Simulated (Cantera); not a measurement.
Mixture: CH4 : C2H6 : O2 : N2 : H2O = 1 : 0.11 : 1.7 : 9.2 : 2.8 (molar parts), at 1000000 Pa, adiabatic and at constant volume. Ignition delay is the time to a rise of 400 K.

Computed with Cantera and GRI-Mech 3.0 (53 species, 325 reactions).

```tsv
quantity	before	after
delay at 1275 K	0.584 ms	0.645 ms
delay at 1325 K	0.377 ms	0.421 ms
delay at 1375 K	0.252 ms	0.284 ms
delay at 1425 K	0.171 ms	0.194 ms
delay at 1475 K	0.117 ms	0.133 ms
delay at 1525 K	79.5 µs	91.3 µs
delay at 1575 K	54.2 µs	62.6 µs
apparent activation energy between 1475 and 1575 K	150 kJ/mol	150 kJ/mol
```

### Question
What was changed between the two runs?
A) N2 9.2 to 4.7 parts
B) pressure from 1000000 Pa to 84000 Pa
C) C2H6 0.11 to 0.3 parts
D) constant pressure in place of constant volume

### Answer
D, constant pressure in place of constant volume
